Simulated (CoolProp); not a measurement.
C2F6 (R116) at 293.15 K and 0.533 MPa flows at 2.2 m/s in a round tube of 25 mm bore and 15 µm roughness, fully developed (64/Re and Nu = 3.66 if laminar; Colebrook and Gnielinski if turbulent). Each further row changes one setting.

Computed with CoolProp (reference Helmholtz-energy equation of state, Lemmon 2006). It is a short technical equation, of lower accuracy than the large ones.

```csv
case,Reynolds number,Darcy friction factor,pressure drop (Pa/m),heat-transfer coefficient (W/(m² K)),mass flow (kg/h)
as stated,127000,0.0202,62.7,157,125
velocity 4.4 m/s,255000,0.0190,236,296,250
diameter 50 mm,255000,0.0173,26.8,134,500
```

Viscosity comes from a separate model (Huber 2003), an estimate that may be off by 10 % or more. Thermal conductivity comes from a separate model (Huber 2003), an estimate that may be off by 10 % or more.
